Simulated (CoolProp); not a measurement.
Values from CoolProp's reference Helmholtz-energy equation of state, Gao 2022.

### Question
Give the vapour pressure (kPa), liquid density (kg/m³), enthalpy of vaporisation (kJ/kg), liquid cp (kJ/(kg K)) of saturated n-perfluorohexane at -43.45, -6.75, 2.45 °C.

### Answer
```json
[
 {"T (°C)": "-43.45", "p (kPa)": "0.444", "liquid density (kg/m³)": "1870", "enthalpy of vaporisation (kJ/kg)": "110", "liquid cp (kJ/(kg K))": "0.940"},
 {"T (°C)": "-6.75", "p (kPa)": "5.91", "liquid density (kg/m³)": "1770", "enthalpy of vaporisation (kJ/kg)": "101", "liquid cp (kJ/(kg K))": "0.997"},
 {"T (°C)": "2.45", "p (kPa)": "9.87", "liquid density (kg/m³)": "1740", "enthalpy of vaporisation (kJ/kg)": "98.8", "liquid cp (kJ/(kg K))": "1.01"}
]
```
